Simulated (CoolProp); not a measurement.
Vapour pressure (kPa) of C3F8 (R218): the reference equation beside estimates from Tc = 345.0 K, pc = 2640 kPa, ω = 0.317. Clausius-Clapeyron is anchored at 178.1 K with a constant enthalpy of vaporisation of 23.35 kJ/mol.

Values from CoolProp's reference Helmholtz-energy equation of state, Lemmon 2006. It is a short technical equation, of lower accuracy than the large ones.

```json
[
 {"T (K)": "165.5", "reference": "0.7348", "Lee-Kesler": "0.7049", "Clausius-Clapeyron": "0.7517"},
 {"T (K)": "168", "reference": "0.9531", "Lee-Kesler": "0.9146", "Clausius-Clapeyron": "0.9676"},
 {"T (K)": "170.5", "reference": "1.225", "Lee-Kesler": "1.176", "Clausius-Clapeyron": "1.236"},
 {"T (K)": "173", "reference": "1.561", "Lee-Kesler": "1.500", "Clausius-Clapeyron": "1.569"},
 {"T (K)": "175.6", "reference": "1.991", "Lee-Kesler": "1.916", "Clausius-Clapeyron": "1.995"},
 {"T (K)": "178.1", "reference": "2.497", "Lee-Kesler": "2.404", "Clausius-Clapeyron": "2.497"},
 {"T (K)": "180.6", "reference": "3.107", "Lee-Kesler": "2.996", "Clausius-Clapeyron": "3.106"},
 {"T (K)": "183.1", "reference": "3.838", "Lee-Kesler": "3.707", "Clausius-Clapeyron": "3.840"},
 {"T (K)": "185.7", "reference": "4.748", "Lee-Kesler": "4.592", "Clausius-Clapeyron": "4.760"},
 {"T (K)": "188.2", "reference": "5.788", "Lee-Kesler": "5.606", "Clausius-Clapeyron": "5.819"},
 {"T (K)": "190.7", "reference": "7.011", "Lee-Kesler": "6.803", "Clausius-Clapeyron": "7.076"},
 {"T (K)": "193.3", "reference": "8.504", "Lee-Kesler": "8.266", "Clausius-Clapeyron": "8.626"}
]
```

Absolute difference from the reference over all 12 rows, mean and median: Lee-Kesler 3.6 and 3.6 %, Clausius-Clapeyron 0.7 and 0.5 %.
